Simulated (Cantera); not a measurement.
Feed: 1 mol CO2, 1.3 mol H2, 42 mol N2, equilibrated at 2150 °C and 0.00710 bar.

Equilibrium computed with Cantera from the NASA thermochemical tables; the gas is ideal and each condensed phase is pure. Candidate condensed phases: C, C6H6, C7H8, C8H18, H2O; 136 gas species. Kinetics and transport are ignored.

Base state: N2 0.930, H 0.0205, CO 0.0196, H2 0.00952, H2O 0.00749, O 0.00439, OH 0.00305, CO2 0.00258 (mole fractions); condensed: gas only.

Q: What changes in the equilibrium state with this change: H2 from 1.3 to 0.7 mol?

A: 
| species | before | after |
|---|---|---|
| N2 | 0.930 | 0.944 |
| CO | 0.0196 | 0.0192 |
| H | 0.0205 | 0.0132 |
| H2 | 0.00952 | 0.00392 |
| H2O | 0.00749 | 0.00397 |
| O2 | 0.00143 | 0.00237 |
| NO | 0.00179 | 0.00233 |
| O | 0.00439 | 0.00566 |
| CO2 | 0.00258 | 0.00326 |
